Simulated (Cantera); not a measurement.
A closed system holds: 1 mol TEOS, 0.94 mol O₂, at 1802 °C and 8.00e-5 bar.

Cantera equilibrium calculation (NASA polynomials, part measured and part estimated; ideal gas, pure solids and liquids). Candidate condensed phases: C, C₆H₆, C₇H₈, C₈H₁₈, H₂O, Si, SiC, SiO₂; 123 gas species. The feed counts by its element totals alone. The numbers say what is thermodynamically allowed, not how fast it happens.

What is the equilibrium state?


```
Property                              Value
--------------------------------  ---------
x(H₂)                                 0.437
x(CO)                                 0.313
x(H)                                  0.197
x(Si)                                0.0471
x(SiC₂)                             0.00273
x(SiO)                              0.00178
x(Si₂C)                            0.000902
x(C₂H₂ (acetylene))                0.000542
x(SiH)                             0.000159
n(C(graphite))                     2.01 mol
gas amount                        18.66 mol
log10 activity of Si(l) (absent)      -1.43
```
